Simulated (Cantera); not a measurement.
A perfectly stirred reactor is fed with N2O = 1 (molar parts), at 0.0868 atm; it is held at 1525 K, and followed from long to short residence time.

Computed with Cantera and GRI-Mech 3.0 (53 species, 325 reactions). GRI-Mech 3.0 was tuned for natural gas; its chemistry of N2O as a main component is partial and can be far from experiment. The temperature is held fixed by assumption; the heat of reaction is taken as removed at once.

**Question.** What does this change do: temperature 1525 to 1298 K?

**Answer.** 
```tsv
quantity	before	after
x(N2O) at τ = 0.300 s	0.252	0.881
x(NO) at τ = 0.300 s	0.127	0.0117
x(O) at τ = 0.300 s	8.68e-5	7.39e-6
x(O2) at τ = 0.300 s	0.185	0.0338
x(NO2) at τ = 0.300 s	8.43e-5	8.63e-6
x(N2O) at τ = 25.0 ms	0.799	0.989
x(NO) at τ = 25.0 ms	0.0349	0.00109
x(O) at τ = 25.0 ms	9.01e-5	7.40e-6
x(O2) at τ = 25.0 ms	0.0495	0.00316
x(NO2) at τ = 25.0 ms	1.76e-5	3.53e-7
```
The mechanism lacks the step 2 NO + O2 → 2 NO2, which can matter for NO2 below about 1400 K.

**Question.** What does this change do: temperature 1525 to 1323 K?

**Answer.** 
```tsv
quantity	before	after
x(N2O) at τ = 0.300 s	0.252	0.833
x(NO) at τ = 0.300 s	0.127	0.0177
x(O) at τ = 0.300 s	8.68e-5	1.02e-5
x(O2) at τ = 0.300 s	0.185	0.0468
x(NO2) at τ = 0.300 s	8.43e-5	1.30e-5
x(N2O) at τ = 25.0 ms	0.799	0.984
x(NO) at τ = 25.0 ms	0.0349	0.00174
x(O) at τ = 25.0 ms	9.01e-5	1.02e-5
x(O2) at τ = 25.0 ms	0.0495	0.00460
x(NO2) at τ = 25.0 ms	1.76e-5	6.39e-7
```
The mechanism lacks the step 2 NO + O2 → 2 NO2, which can matter for NO2 below about 1400 K.
